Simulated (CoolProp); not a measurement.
Saturation properties of R11 (Tc = 198.0 °C, pc = 4408 kPa, ω = 0.189).

The numbers come from the reference Helmholtz-energy equation of state, Jacobsen 1992 in CoolProp.

```
T (°C)  p (kPa)  enthalpy of vaporisation (kJ/kg)  liquid conductivity (mW/(m K))
------  -------  --------------------------------  ------------------------------
65.35     361.7                             164.6                            75.6
74.75     460.2                             160.2                            73.0
84.15     577.5                             155.6                            70.5
93.55     715.8                             150.7                            67.9
102.95    877.2                             145.4                            65.4
112.35     1064                             139.6                            62.9
121.75     1279                             133.5                            60.3
131.15     1523                             126.7                            57.7
140.55     1801                             119.3                            55.1
149.95     2113                             111.0                            52.5
159.35     2464                             101.6                            49.7
168.75     2857                             90.71                            47.0
178.15     3297                             77.46                            44.2
```

It boils at 23.7 °C under 1 atm.

Thermal conductivity comes from a separate model (McLinden 2000), an estimate that may be off by 10 % or more.
